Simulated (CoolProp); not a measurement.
A simple Rankine cycle with cyclopentane: condensing at 326.15 K, boiler at 3.76 MPa, turbine inlet 499.5 K, turbine efficiency 0.9, pump efficiency 0.8, no recuperator. Each further row changes one setting.

The numbers come from the reference Helmholtz-energy equation of state, Gedanitz 2015 in CoolProp.

```tsv
case	thermal efficiency (%)	net work (kJ/kg)	heat in (kJ/kg)	turbine exit temperature (K)	volume ratio over the turbine
as stated	21.6	126	584	374.8	46.3
turbine inlet 519.5 K	21.7	141	652	406.4	39.4
condensing temperature 318.15 K	22.7	136	600	368.0	59.5
boiler pressure 2.63 MPa	20.3	129	635	403.7	24.9
turbine efficiency 0.8	19.1	111	584	384.0	47.6
```
